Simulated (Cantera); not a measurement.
**c-C4F8 + CH4 + H2 (fluorocarbon and chlorocarbon gases)**

Feed: 1 mol c-C4F8, 0.85 mol CH4, 0.2 mol H2, equilibrated at 100 Torr.

These are equilibrium values from Cantera (NASA tables, ideal gas, pure condensed phases), not measurements of a reactor. Candidate condensed phases: C, C6H6, C7H8, C8H18; 110 gas species. Ions and electrons are included (thermal ionisation). The feed counts by its element totals alone. Gases not in the tables: C2F6 and larger saturated fluorocarbons. The numbers say what is thermodynamically allowed, not how fast it happens.

```
T (K)  log p HF  log p F  log p C  log p H  log p CF4  log p CF2  log p C3  log p CF  log p C2  n C(graphite)
-----  --------  -------  -------  -------  ---------  ---------  --------  --------  --------  -------------
2000      -0.99    -3.34   -10.52    -6.61      -1.56      -2.73    -10.56     -5.67    -11.63           3.77
2500      -1.07    -1.83    -6.78    -5.11      -2.17      -1.61     -6.30     -3.32     -7.34           3.39
3000      -1.16    -1.34    -4.30    -3.63      -4.62      -1.90     -3.51     -2.28     -4.50           3.80
3500      -1.32    -1.31    -2.63    -2.34      -7.76      -2.86     -1.83     -1.97     -2.68              0
4000      -1.70    -1.22    -1.89    -1.69     -10.36      -3.96     -2.11     -2.18     -2.35              0
4500      -2.40    -1.20    -1.52    -1.54     -12.78      -5.13     -2.97     -2.61     -2.50              0
5000      -3.08    -1.20    -1.43    -1.52       <-12      -6.30     -4.26     -3.17     -3.04              0
```
log p: log10 of the partial pressure in bar; n: condensed amount in mol.

From 2000 K to 3000 K the condensed part is C(graphite). From 3500 K to 5000 K nothing is condensed. The main C-bearing gas is CF4 at 2000 K and C at 5000 K.
